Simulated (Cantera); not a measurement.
## Gas-phase reforming

An isothermal, constant-pressure homogeneous reactor starts with CH₄ : CO₂ : H₂ : H₂O = 1 : 0.38 : 0.25 : 0.11 (molar parts), at 1598 K and 1.01 bar.

Model: GRI-Mech 3.0 (53 species, 325 reactions), integrated in Cantera. GRI-Mech 3.0 stops at C3 and has no aromatics, soot or wall deposition, so with more carbon than oxygen in the feed, carbon stays in small species such as C2H2 where larger ones or solid carbon would form.

```tsv
t (s)	x CH₄	x CO₂	x H₂	x H	x C₂H₂
6.00e-6	0.575	0.218	0.144	5.03e-7	<1e-12
1.97e-5	0.575	0.218	0.144	1.28e-6	8.36e-11
6.45e-5	0.574	0.218	0.144	3.29e-6	1.36e-8
0.000212	0.573	0.218	0.144	5.43e-6	1.17e-6
0.000694	0.570	0.218	0.146	7.66e-6	4.89e-5
0.00228	0.555	0.215	0.156	9.70e-6	0.00130
0.00747	0.506	0.205	0.193	1.18e-5	0.0133
0.0245	0.391	0.173	0.278	1.63e-5	0.0513
0.0803	0.225	0.103	0.376	2.32e-5	0.104
0.263	0.0909	0.0265	0.443	3.17e-5	0.140
0.864	0.0513	0.0143	0.501	3.76e-5	0.132
2.83	0.0457	0.00917	0.553	3.96e-5	0.0994
9.30	0.0404	0.00297	0.599	4.12e-5	0.0709
30.5	0.0378	0.000169	0.617	4.18e-5	0.0598
100	0.0377	4.12e-7	0.618	4.19e-5	0.0592
```
x: mole fraction; the columns are a selection and need not sum to one.

Equilibrium at this temperature and pressure: CH₄ 0.0377, CO₂ 3.90e-7, H₂ 0.618, H 4.19e-5, C₂H₂ 0.0592 (gas phase only).
